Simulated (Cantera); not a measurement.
Ammonia decomposition in nitride growth gas

A perfectly stirred reactor is fed with 9.90 % NH₃, 90.1 % H₂, at 20.3 Torr; it is held at 2423 K, and followed from long to short residence time.

Cantera simulation using the gas-phase N/H chemistry of the illustrative SiF4/NH3 mechanism in the Surface Chemkin manual (1991); the numbers are that mechanism's predictions, not measurements. Walls and surfaces, which speed up NH3 decomposition in real reactors, are not modelled.

```
τ (s)      x NH₃   x H₂      x H      x N      x N₂
------  --------  -----  -------  -------  --------
0.66    0.000241  0.906   0.0496  8.36e-5    0.0437
0.24     0.00479  0.939   0.0136  3.07e-5    0.0424
0.089     0.0216  0.936  0.00704  1.90e-5    0.0347
0.032     0.0484  0.923  0.00507  1.62e-5    0.0225
0.012     0.0734  0.910  0.00418  1.42e-5    0.0110
0.0043    0.0899  0.902  0.00348  1.03e-5   0.00347
0.0016    0.0967  0.899  0.00249  4.18e-6  0.000553
```
x: mole fraction; the columns are a selection and need not sum to one.
